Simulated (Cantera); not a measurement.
What does this Cantera script print?

```python
import numpy as np
import cantera as ct

gas_names = """
    NbO2 NO N N2O
""".split()
cond_names = """
    Nb2O5(s) Nb2O5(L) NbO2(I) NbO2(II) NbO2(III) NbO2(L)
""".split()


def load(file, names, dense=False):
    # The tables refer to 1 bar. Condensed volumes are neglected.
    table = {s.name: s for s in ct.Species.list_from_file(file)}
    out = []
    for n in names:
        d = dict(table[n].input_data)
        d["thermo"] = dict(d["thermo"], **{"reference-pressure": 1e5})
        if dense:
            d["equation-of-state"] = {"model": "constant-volume", "density": "1e6 g/cm^3"}
        out.append(ct.Species.from_dict(d))
    return out


species = {s.name: s for s in load("nasa_gas.yaml", gas_names) + load("nasa_condensed.yaml", cond_names)}
# Each term lists the table entries of one substance; the one whose range holds T is used.
reactions = {
    '2 NbO2(g) + NO(g) = N(g) + Nb2O5':
        [(-2, ['NbO2']), (-1, ['NO']), (1, ['N']), (1, ['Nb2O5(s)', 'Nb2O5(L)'])],
    'N2O(g) + 2 NbO2 = Nb2O5 + 2 N(g)':
        [(-1, ['N2O']), (-2, ['NbO2(I)', 'NbO2(II)', 'NbO2(III)', 'NbO2(L)']), (1, ['Nb2O5(s)', 'Nb2O5(L)']), (2, ['N'])],
}


def pick(names, T):
    return next(species[n] for n in names if species[n].thermo.min_temp <= T <= species[n].thermo.max_temp)


results = []
for label, terms in reactions.items():
    print(label)
    print("     T/K   dH/kJ  dS/(J/K)   dG/kJ   log10 K")
    for T in [1900, 2050, 2200, 2350, 2500]:
        used = [(nu, pick(names, T)) for nu, names in terms]
        dH = sum(nu * s.thermo.h(T) for nu, s in used) / 1e6
        dS = sum(nu * s.thermo.s(T) for nu, s in used) / 1e3
        dG = dH - T * dS / 1e3
        logK = -dG * 1e6 / (ct.gas_constant * T * np.log(10))
        results.append((label, T, dH, dS, dG, logK, [s.name for _, s in used]))
        print(f"{T:8g} {dH:8.1f} {dS:8.1f} {dG:8.1f} {logK:8.2f}")
```

Result:

```
2 NbO2(g) + NO(g) = N(g) + Nb2O5
     T/K   dH/kJ  dS/(J/K)   dG/kJ   log10 K
    1900   -927.8   -316.6   -326.2     8.97
    2050   -911.1   -308.2   -279.3     7.12
    2200   -894.5   -300.4   -233.7     5.55
    2350   -877.9   -293.1   -189.2     4.21
    2500   -861.4   -286.3   -145.8     3.05
N2O(g) + 2 NbO2 = Nb2O5 + 2 N(g)
     T/K   dH/kJ  dS/(J/K)   dG/kJ   log10 K
    1900    657.4    177.4    320.3    -8.80
    2050    665.9    181.7    293.3    -7.47
    2200    489.6    100.8    267.9    -6.36
    2350    494.7    103.0    252.6    -5.61
    2500    499.7    105.1    237.0    -4.95
```

Standard-state values (1 bar) from the NASA 1993 polynomials, evaluated with Cantera. Condensed species are held in their standard states even where they would react or evaporate.
